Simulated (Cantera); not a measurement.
What does this Cantera script print?

```python
import numpy as np
import cantera as ct

gas = ct.Solution("gri30.yaml")
gas.TPX = 1050, 36000, {'CO': 0.0053, 'O2': 0.055, 'H2O': 0.00023, 'N2': 1}
inlet = ct.Reservoir(gas, clone=True)

reactor = ct.IdealGasConstPressureReactor(gas, energy="off", clone=False)
exhaust = ct.Reservoir(gas, clone=True)
tau = [3.5, 1, 0.31, 0.091, 0.027, 0.008, 0.0024, 0.0007][0]
for a, b in ((inlet, reactor), (reactor, exhaust)):
    ct.MassFlowController(a, b, mdot=lambda t: reactor.mass / tau)
net = ct.ReactorNet([reactor])
show = ['CO', 'O2', 'H2O', 'H', 'CO2', 'O', 'OH']

rows = []
print(f"{'tau/s':>10s}{'T/K':>9s}" + "".join(f"{s:>11s}" for s in show))
for tau in [3.5, 1, 0.31, 0.091, 0.027, 0.008, 0.0024, 0.0007]:
    net.initial_time = 0.0
    net.advance(30 * tau)
    before = gas.X
    net.advance(40 * tau)
    drift = np.max(np.abs(gas.X - before) / (gas.X + 1e-9))
    rows.append([gas.T, *gas[show].X, drift])
    print(f"{tau:10.3e}{gas.T:9.1f}" + "".join(f"{x:11.3e}" for x in gas[show].X))
```

Result:

```
     tau/s      T/K         CO         O2        H2O          H        CO2          O         OH
 3.500e+00   1050.0  6.957e-04  4.981e-02  2.160e-04  1.471e-07  4.313e-03  1.753e-05  1.770e-06
 1.000e+00   1050.0  1.441e-03  5.015e-02  2.151e-04  4.091e-07  3.565e-03  3.518e-05  2.441e-06
 3.100e-01   1050.0  2.540e-03  5.066e-02  2.141e-04  8.638e-07  2.463e-03  5.881e-05  3.047e-06
 9.100e-02   1050.0  3.820e-03  5.126e-02  2.134e-04  1.287e-06  1.180e-03  7.807e-05  3.265e-06
 2.700e-02   1050.0  4.694e-03  5.168e-02  2.144e-04  8.976e-07  3.044e-04  6.133e-05  2.291e-06
 8.000e-03   1050.0  4.997e-03  5.186e-02  2.169e-04  6.513e-12  3.763e-09  2.792e-09  2.586e-11
 2.400e-03   1050.0  4.998e-03  5.186e-02  2.169e-04  1.090e-12  7.971e-10  7.293e-10  4.398e-12
 7.000e-04   1050.0  4.998e-03  5.186e-02  2.169e-04  1.606e-13  2.146e-10  2.094e-10  6.821e-13
```

Computed with Cantera and GRI-Mech 3.0 (53 species, 325 reactions).
